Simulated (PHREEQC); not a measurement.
Solution (91 °C): 29 mmol/kgw FeCl3, 1.7 mmol/kgw CuCl2, 140 mmol/kgw NaH2PO4 and 25 mmol/kgw NaCl. Closed to the air; pH follows from the charge balance.

The numbers come from PHREEQC with the ion-association model, wateq4f.dat.

Precipitation was switched off in this run.

Order these Cu species by the share of Cu that they hold, largest first: Cu+2, CuCl2, CuCl+.

CuCl+ (52 %), Cu+2 (46 %), CuCl2 (2.4 %)

Order these P species by the share of P that they hold, largest first: H3PO4, H2PO4-, FeH2PO4+2.

H2PO4- (78 %), FeH2PO4+2 (18 %), H3PO4 (3.9 %)

The pH is 3.57 and the ionic strength 0.251 mol/kgw. The solution is supersaturated, for example in Strengite, Hematite (slow to form), so a real one may precipitate; this is no full list. H3PO4, which wateq4f.dat lacks, is added to it with the constant of phreeqc.dat. Away from 25 °C the constants follow the database's enthalpies or fits; those with neither stay at their 25 °C values. The database has no phosphate complexes of Cu.
